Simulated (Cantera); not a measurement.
Feed: 1 mol CH3SiCl3, 0.18 mol HCl, 420 mol H2, equilibrated at 2100 K and 0.00730 bar.

These are equilibrium values from Cantera (NASA tables, ideal gas, pure condensed phases), not measurements of a reactor. Candidate condensed phases: C, C6H6, C7H8, C8H18, Si, SiC; 109 gas species. The feed counts by its element totals alone. The tables' values for SiCl are old estimates; treat these amounts as uncertain. Gases not in the tables: Si2H6 and higher silanes. The numbers say what is thermodynamically allowed, not how fast it happens.

Base state: H2 0.954, H 0.0356, HCl 0.00713, Si 0.00174, C2H2 (acetylene) 0.000928, Cl 0.000196, SiH 7.86e-5, SiC2 7.53e-5 (mole fractions); condensed: SiC(s).

**Question.** What changes in the equilibrium state with this change: pressure from 0.00730 bar to 0.00130 bar?

**Answer.** 
```json
[
 {"species": "H2", "before": "0.954", "after": "0.907"},
 {"species": "H", "before": "0.0356", "after": "0.0823"},
 {"species": "HCl", "before": "0.00713", "after": "0.00672"},
 {"species": "Si", "before": "0.00174", "after": "0.00206"},
 {"species": "SiCl2", "before": "1.08e-5", "after": "2.15e-6"},
 {"species": "SiH2", "before": "1.65e-5", "after": "3.33e-6"},
 {"species": "Si2C", "before": "7.10e-5", "after": "1.92e-5"},
 {"species": "Cl", "before": "0.000196", "after": "0.000449"},
 {"species": "SiCl", "before": "2.03e-5", "after": "9.87e-6"},
 {"species": "SiC(s), mol", "before": "0.0999", "after": "0"}
]
```

**Question.** What changes in the equilibrium state with this change: pressure from 0.00730 bar to 0.800 bar?

**Answer.** 
| species | before | after |
|---|---|---|
| H2 | 0.954 | 0.989 |
| HCl | 0.00713 | 0.00739 |
| H | 0.0356 | 0.00346 |
| Si | 0.00174 | 5.86e-5 |
| SiH2 | 1.65e-5 | 6.34e-5 |
| SiC2 | 7.53e-5 | 1.86e-7 |
| CH4 | 1.80e-6 | 5.73e-5 |
| SiC(s), mol | 0.0999 | 0.913 |
